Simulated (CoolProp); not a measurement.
n-butane along the isobar 4.36 MPa: fugacity coefficient from the reference equation and from simpler models built on Tc = 425.1 K, pc = 3.796 MPa, ω = 0.201; each cubic takes its own stable root.

Values from CoolProp's reference Helmholtz-energy equation of state, Bücker 2006.

```
T (K)   phase  reference  Redlich-Kwong  Soave-Redlich-Kwong
-----  ------  ---------  -------------  -------------------
192.8  liquid  0.0003122      0.0005859            0.0003022
200.1  liquid  0.0005603       0.001041            0.0005439
207.4  liquid  0.0009584       0.001757            0.0009337
214.6  liquid   0.001561       0.002814             0.001526
221.9  liquid   0.002464       0.004358             0.002419
229.2  liquid   0.003759       0.006510             0.003705
236.5  liquid        [?]       0.009416             0.005501
243.8  liquid   0.007993        0.01323             0.007943
251.1  liquid        [?]        0.01811              0.01118
258.3  liquid        [?]        0.02413              0.01531
265.6  liquid    0.02051        0.03161              0.02062
272.9  liquid    0.02698        0.04061                  [?]
280.2  liquid    0.03488        0.05127              0.03532
287.5  liquid        [?]            [?]              0.04506
294.8  liquid    0.05558        0.07798              0.05663
302    liquid    0.06848        0.09396                  [?]
```

Problem. What belongs in the gaps?

Solution. 
- 236.5, reference: 0.005559
- 251.1, reference: 0.01120
- 258.3, reference: 0.01528
- 272.9, Soave-Redlich-Kwong: 0.02723
- 287.5, reference: 0.04436
- 287.5, Redlich-Kwong: 0.06369
- 302, Soave-Redlich-Kwong: 0.06997
